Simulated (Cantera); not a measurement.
Feed: 1 mol SiCl4, 100 mol H2, equilibrated at 0.825 Torr.

Cantera equilibrium calculation (NASA polynomials, part measured and part estimated; ideal gas, pure solids and liquids). Candidate condensed phases: Si; 19 gas species. The tables' values for SiCl3 are old estimates; treat these amounts as uncertain. Equilibrium is a limit: real reactors are often held back by kinetics, nucleation or transport. All values below are at 1325 K.

Base state: H2 0.964, HCl 0.0329, SiCl2 0.00308, H 4.84e-5, SiCl3 3.08e-5 (mole fractions); condensed: Si(s).

Q: What changes in the equilibrium state with this change: H2 from 100 to 590 mol?

A: 
```csv
species,before,after
H2,0.964,0.993
HCl,0.0329,0.00652
SiCl2,0.00308,0.000117
SiCl3,3.08e-5,2.28e-7
H,4.84e-5,4.91e-5
"Si(s), mol",0.682,0.930
```
